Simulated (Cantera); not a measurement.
## Premixed flame

A freely propagating, adiabatic, planar premixed flame of 4.66 % CH4, 1.49 % CO, 15.0 % O2, 56.4 % N2, 22.4 % H2O, unburnt at 675 K and 5.00 bar; mixture-averaged transport, grid criteria slope 0.08 and curve 0.16, no radiation.

Cantera simulation using GRI-Mech 3.0 (53 species, 325 reactions); the numbers are that mechanism's predictions, not measurements. Burning velocities carry a grid error of a few per cent, more on coarse grids.

| z (mm) | T (K) | u (m/s) | x CH4 | x CO | x O2 | x H2 | x CH2CO | x C2H6 |
|---|---|---|---|---|---|---|---|---|
| -1.14 | 678 | 0.161 | 0.0465 | 0.0149 | 0.150 | 0.000352 | 2.65e-8 | 1.54e-7 |
| -0.759 | 691 | 0.164 | 0.0457 | 0.0149 | 0.149 | 0.000694 | 3.04e-7 | 1.62e-6 |
| -0.569 | 722 | 0.172 | 0.0441 | 0.0150 | 0.147 | 0.000998 | 1.34e-6 | 6.73e-6 |
| -0.379 | 827 | 0.197 | 0.0389 | 0.0151 | 0.138 | 0.00144 | 7.50e-6 | 3.48e-5 |
| -0.190 | 1124 | 0.268 | 0.0241 | 0.0158 | 0.112 | 0.00201 | 4.01e-5 | 0.000164 |
| -0.0949 | 1373 | 0.327 | 0.0115 | 0.0162 | 0.0874 | 0.00228 | 7.96e-5 | 0.000215 |
| 0 | 1617 | 0.384 | 0.00131 | 0.0125 | 0.0621 | 0.00189 | 5.02e-5 | 1.62e-5 |
| 0.0949 | 1715 | 0.405 | 1.33e-5 | 0.00440 | 0.0528 | 0.000806 | 1.13e-6 | <1e-8 |
| 0.190 | 1744 | 0.411 | 1.48e-7 | 0.00148 | 0.0508 | 0.000361 | 1.76e-8 | <1e-8 |
| 0.379 | 1758 | 0.414 | <1e-8 | 0.000294 | 0.0501 | 0.000107 | <1e-8 | <1e-8 |
| 0.759 | 1762 | 0.415 | <1e-8 | 4.21e-5 | 0.0500 | 3.29e-5 | <1e-8 | <1e-8 |
| 1.52 | 1763 | 0.415 | <1e-8 | 1.81e-5 | 0.0500 | 2.46e-5 | <1e-8 | <1e-8 |
| 3.04 | 1763 | 0.415 | <1e-8 | 1.72e-5 | 0.0500 | 2.43e-5 | <1e-8 | <1e-8 |
x: mole fraction of selected species; z is measured from the peak of heat release.

- laminar burning velocity: 16.0 cm/s
- thermal thickness: 0.379 mm
- peak x(H2): 0.00230
- peak x(CH2CO): 8.88e-5
- peak x(C2H6): 0.000224
- grid points: 122
